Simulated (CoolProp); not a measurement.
Vapour-liquid equilibrium of ethylene (1) + n-butane (2) at 0.0973 MPa; x and y are mole fractions of (1).

Computed with CoolProp (multi-fluid Helmholtz-energy mixture model, Smukala 2000 and Bücker 2006; pair parameters Bell 2016).

```
x     bubble temperature, mixture model (°C)  bubble temperature, Raoult's law (°C)  y, mixture model  y, Raoult's law
----  --------------------------------------  -------------------------------------  ----------------  ---------------
0.05                                   -42.1                                  -37.2             0.847            0.810
0.2                                    -73.5                                  -72.0             0.983            0.983
0.35                                   -83.2                                  -84.6             0.993            0.995
0.5                                    -89.9                                  -91.9             0.997            0.998
0.65                                   -95.4                                  -96.9             0.999            0.999
0.8                                   -100.0                                 -100.6             1.000            1.000
0.95                                  -103.5                                 -103.6             1.000            1.000
```

The largest gap from Raoult's law is -4.9 K in bubble temperature, at x = 0.05. No azeotrope shows between x = 0.05 and 0.95.

Pair parameters are fitted to limited data, so mixtures are less certain than the pure fluids. The gap from Raoult's law changes sign with composition, which may be real or a fault of the pair parameters; it wasn't checked against measurements.
